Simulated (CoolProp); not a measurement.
Vapour-liquid equilibrium of n-hexane (1) + ethylbenzene (2) at 341.3 K; x and y are mole fractions of (1).

Model: multi-fluid Helmholtz-energy mixture model, Thol 2019 and Zhou 2012; pair parameters Bell 2016, in CoolProp.

```
x      bubble pressure (MPa)  y at the bubble point  dew pressure at overall composition x (MPa)  liquid density (mol/L)
-----  ---------------------  ---------------------  -------------------------------------------  ----------------------
0.05                 0.01684                  0.405                                      0.01099                   7.736
0.125                0.02556                  0.635                                      0.01186                   7.693
0.2                  0.03346                  0.741                                      0.01288                   7.649
0.275                0.04069                  0.803                                      0.01409                   7.604
0.35                 0.04740                  0.845                                      0.01555                   7.559
0.425                0.05372                  0.875                                      0.01735                   7.512
0.5                  0.05976                  0.899                                      0.01961                   7.465
0.575                0.06563                  0.919                                      0.02253                   7.417
0.65                 0.07140                  0.936                                      0.02646                   7.368
0.725                0.07717                  0.952                                      0.03199                   7.317
0.8                  0.08302                  0.966                                      0.04027                   7.266
0.875                0.08901                  0.979                                      0.05364                   7.214
0.95                 0.09523                  0.992                                      0.07654                   7.160
```

No azeotrope shows between x = 0.05 and 0.95.

Pair parameters are fitted to limited data, so mixtures are less certain than the pure fluids.
